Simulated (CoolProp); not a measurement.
Model: reference Helmholtz-energy equation of state, Aleksandrov 2011, in CoolProp. It is a short technical equation, of lower accuracy than the large ones.

Question: For n-undecane, give the phase and the Z, cv (kJ/(kg K)), isothermal compressibility (1/MPa) at 249.75 °C and 0.461 MPa.

Answer: 
- 249.75 °C and 0.461 MPa: liquid; Z 0.0303, cv 2.66, isothermal compressibility 0.00857
